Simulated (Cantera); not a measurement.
# Adiabatic ignition

An adiabatic, constant-pressure homogeneous reactor starts with 5.17 % C₃H₈, 19.9 % O₂, 74.9 % N₂, equivalence ratio 1.3, at 1473 K and 230000 Pa.

Cantera simulation using GRI-Mech 3.0 (53 species, 325 reactions); the numbers are that mechanism's predictions, not measurements. GRI-Mech 3.0 was tuned for natural gas; its chemistry of propane as a main component is partial and can be far from experiment.

```csv
t (s),T (K),x C₃H₈,x O₂,x HO₂,x NO,x HCN,x HCO
5.00e-6,1468,0.0504,0.198,0.000119,<1e-12,<1e-12,5.09e-8
1.50e-5,1466,0.0463,0.196,0.000105,4.71e-12,5.94e-12,5.01e-7
4.51e-5,1490,0.0293,0.183,0.000322,7.51e-11,1.07e-10,6.10e-6
0.000136,2784,<1e-12,0.00640,3.10e-6,0.000602,2.26e-9,2.45e-7
0.000408,2840,<1e-12,0.00466,2.57e-6,0.00240,8.86e-9,2.08e-7
0.00122,2833,<1e-12,0.00427,2.38e-6,0.00457,1.46e-8,2.07e-7
0.00368,2832,<1e-12,0.00420,2.34e-6,0.00498,1.57e-8,2.07e-7
0.0111,2832,<1e-12,0.00420,2.34e-6,0.00499,1.57e-8,2.07e-7
0.0332,2832,<1e-12,0.00420,2.34e-6,0.00499,1.57e-8,2.07e-7
0.0998,2832,<1e-12,0.00420,2.34e-6,0.00499,1.57e-8,2.07e-7
0.300,2832,<1e-12,0.00420,2.34e-6,0.00499,1.57e-8,2.07e-7
```
x: mole fraction; the columns are a selection and need not sum to one.

- time of steepest temperature rise = 66.0 µs
- temperature at 0.300 s = 2832 K
- equilibrium temperature = 2832 K
- x(C₃H₈) at 0.300 s = <1e-12 (gas-phase equilibrium <1e-12)
- x(O₂) at 0.300 s = 0.00420 (gas-phase equilibrium 0.00420)
- x(HO₂) at 0.300 s = 2.34e-6 (gas-phase equilibrium 2.34e-6)
